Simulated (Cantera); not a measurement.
A perfectly stirred reactor is fed with NH₃ : N₂ = 0.1 : 7.7 (molar parts), at 100000 Pa; it is held at 2125 K, and followed from long to short residence time.

Cantera simulation using the gas-phase N/H chemistry of the illustrative SiF4/NH3 mechanism in the Surface Chemkin manual (1991); the numbers are that mechanism's predictions, not measurements. Walls and surfaces, which speed up NH3 decomposition in real reactors, are not modelled.

Predict: x(NH₃) at τ = 8.60 s; x(N₂) at τ = 8.60 s; x(NH₂) at τ = 8.60 s; x(H₂) at τ = 8.60 s; x(H) at τ = 8.60 s; x(NH₃) at τ = 0.260 s; x(N₂) at τ = 0.260 s; x(NH₂) at τ = 0.260 s; x(H₂) at τ = 0.260 s; x(H) at τ = 0.260 s.


```json
{
 "x(NH₃) at τ = 8.60 s": "1.31e-5",
 "x(N₂) at τ = 8.60 s": "0.981",
 "x(NH₂) at τ = 8.60 s": "9.38e-7",
 "x(H₂) at τ = 8.60 s": "0.0187",
 "x(H) at τ = 8.60 s": "0.000448",
 "x(NH₃) at τ = 0.260 s": "0.000568",
 "x(N₂) at τ = 0.260 s": "0.981",
 "x(NH₂) at τ = 0.260 s": "1.39e-5",
 "x(H₂) at τ = 0.260 s": "0.0181",
 "x(H) at τ = 0.260 s": "0.000147"
}
```
